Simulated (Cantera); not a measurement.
Feed: 1 mol SiC, 0.0053 mol O2, 23 mol N2, held at 925 °C and 1.00 bar.

Method: chemical equilibrium by Gibbs-energy minimisation in Cantera with the NASA 1993 tables (ideal gas, pure condensed phases). Candidate condensed phases: C, Si, SiC, SiO2, Si2N2O, Si3N4; 34 gas species. N2 is the only nitrogen source here; it is nearly inert below about 1500 K, so the nitride shown seldom forms there in practice. Mutual solubility and eutectic melting of coexisting phases are not modelled. The numbers say what is thermodynamically allowed, not how fast it happens.

Base state: N2 1.00 (mole fractions); condensed: C(graphite) + Si2N2O(s) + Si3N4(s).

**Question.** What changes in the equilibrium state with this change: pressure from 1.00 bar to 9.20 Pa?

**Answer.** 
```
species            before     after
----------------  -------  --------
N2                   1.00     1.000
CO                1.17e-7  0.000307
C(graphite), mol    1.000         0
Si2N2O(s), mol     0.0106   0.00353
Si3N4(s), mol       0.326         0
SiC(s), mol             0     0.993
```
